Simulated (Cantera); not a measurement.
Input (Python, Cantera):

```python
import numpy as np
import cantera as ct

gas = ct.Solution("gri30.yaml")


def delay(T, t_max=10):
    gas.TPX = T, 61000, {'CH4': 1, 'O2': 0.952, 'N2': 6.67}
    reactor = ct.IdealGasConstPressureReactor(gas, clone=False)
    net = ct.ReactorNet([reactor])
    net.rtol, net.atol = 1e-8, 1e-16
    while net.time < t_max:
        t_old, T_old = net.time, reactor.T
        net.step()
        if reactor.T > T + 400:  # ignition: a rise of 400 K
            return t_old + (T + 400 - T_old) / (reactor.T - T_old) * (net.time - t_old)
    return np.nan


taus = []
for T in [1175, 1275, 1375, 1475, 1575, 1675, 1775, 1875]:
    taus.append(delay(T))
    print(f"T0 = {T:6g} K   tau = {taus[-1]:.4e} s")
```

It prints:

```
T0 =   1175 K   tau = 2.7646e-01 s
T0 =   1275 K   tau = 6.6312e-02 s
T0 =   1375 K   tau = 1.7693e-02 s
T0 =   1475 K   tau = 5.2807e-03 s
T0 =   1575 K   tau = 1.8232e-03 s
T0 =   1675 K   tau = 7.4312e-04 s
T0 =   1775 K   tau = 3.5286e-04 s
T0 =   1875 K   tau = 1.8919e-04 s
```

Computed with Cantera and GRI-Mech 3.0 (53 species, 325 reactions).
